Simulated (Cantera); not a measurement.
**Premixed flame**

A freely propagating, adiabatic, planar premixed flame of H2 : O2 : N2 = 0.76 : 0.735 : 2.35 (molar parts), equivalence ratio 0.52, unburnt at 425 K and 97.5 Torr; mixture-averaged transport, grid criteria slope 0.08 and curve 0.16, no radiation.

Computed with Cantera and the H2/O2 subset of GRI-Mech 3.0, which has no nitrogen chemistry. Burning velocities carry a grid error of a few per cent, more on coarse grids. Lean hydrogen flames are cellular in practice and burn faster than this planar one.

```
z (mm)  T (K)  u (m/s)     x H2   x O2   x H2O2     x HO2      x H      x OH
------  -----  -------  -------  -----  -------  --------  -------  --------
-15.3     425     2.08    0.198  0.191    <1e-8     <1e-8    <1e-8     <1e-8
-10.2     425     2.08    0.198  0.191    <1e-8     <1e-8    <1e-8     <1e-8
-7.64     425     2.08    0.198  0.191    <1e-8     <1e-8    <1e-8     <1e-8
-5.09     425     2.08    0.197  0.191    <1e-8   1.94e-7    <1e-8     <1e-8
-2.55     445     2.16    0.190  0.192  7.90e-6  0.000101  7.08e-5   5.20e-5
-1.27     663     3.13    0.153  0.188  8.88e-6   5.65e-5  0.00428  0.000520
0        1021     4.70   0.0744  0.157  1.14e-6   2.45e-5   0.0224   0.00205
1.27     1268     5.80   0.0219  0.116  1.40e-6   1.45e-5   0.0302   0.00564
2.55     1392     6.33   0.0129  0.106  1.02e-6   1.11e-5   0.0254   0.00750
5.09     1522     6.87   0.0108  0.103  5.74e-7   8.42e-6   0.0171   0.00921
10.2     1644     7.37  0.00847  0.101  2.94e-7   6.18e-6  0.00984    0.0101
20.4     1748     7.78  0.00560  0.101  1.55e-7   4.12e-6  0.00455   0.00965
40.7     1822     8.07  0.00306  0.101  8.88e-8   2.45e-6  0.00167   0.00792
```
x: mole fraction of selected species; z is measured from the peak of heat release.

The laminar burning velocity is 208 cm/s, the thermal thickness is 5.09 mm and the peak x(H2O2) is 1.42e-5. The peak x(HO2) is 0.000108 and the peak x(H) comes out as 0.0305. The peak x(OH) comes out as 0.0101.
